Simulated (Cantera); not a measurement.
Input: 1 mol B₂O₃, 0.17 mol NH₃, 71 mol H₂, 2 mol H₂O, at 1623.15 K and 270 Pa.

Equilibrium computed with Cantera from the NASA thermochemical tables; the gas is ideal and each condensed phase is pure. Candidate condensed phases: B, BN, B₂O₃, B₃O₃H₃, H₂O; 39 gas species. The numbers say what is thermodynamically allowed, not how fast it happens.

Base state: H₂ 0.956, HBO₂ 0.0223, H₂O 0.0165, B₂O₃ 0.00153, HBO 0.00143, H 0.00130, N₂ 0.00114, BO 4.30e-5 (mole fractions); condensed: gas only.

Problem. What changes in the equilibrium state with this change: temperature from 1623.15 K to 1398.15 K?

Solution. 
| species | before | after |
|---|---|---|
| H₂ | 0.956 | 0.959 |
| HBO₂ | 0.0223 | 0.0223 |
| H₂O | 0.0165 | 0.0160 |
| H | 0.00130 | 8.94e-5 |
| HBO | 0.00143 | 0.000371 |
| BO | 4.30e-5 | 1.05e-6 |
| B₂O₂ | 1.18e-5 | 1.44e-6 |
| B₂O₃(l), mol | 0 | 0.0948 |

Problem. What changes in the equilibrium state with this change: pressure from 270 Pa to 10000 Pa?

Solution. 
```json
[
 {"species": "H₂", "before": "0.956", "after": "0.957"},
 {"species": "HBO₂", "before": "0.0223", "after": "0.0224"},
 {"species": "H₂O", "before": "0.0165", "after": "0.0165"},
 {"species": "H", "before": "0.00130", "after": "0.000214"},
 {"species": "BO", "before": "4.30e-5", "after": "7.08e-6"},
 {"species": "B₂O₂", "before": "1.18e-5", "after": "1.18e-5"},
 {"species": "B₂O₃", "before": "0.00153", "after": "0.00153"},
 {"species": "HBO", "before": "0.00143", "after": "0.00144"},
 {"species": "N₂", "before": "0.00114", "after": "0.00114"}
]
```
Gases not in the tables: H₃BO₃.
